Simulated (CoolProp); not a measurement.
Model: reference Helmholtz-energy equation of state, Lemmon 2013, in CoolProp.

Problem. For propylene, give the phase and the Joule-Thomson coefficient (K/MPa) at 303.5 K and 0.0147 MPa; 223.6 K and 6.76 MPa; 353.4 K and 2.77 MPa.

Solution. 
- 303.5 K and 0.0147 MPa: gas; Joule-Thomson coefficient 16.0
- 223.6 K and 6.76 MPa: liquid; Joule-Thomson coefficient -0.435
- 353.4 K and 2.77 MPa: gas; Joule-Thomson coefficient 14.4
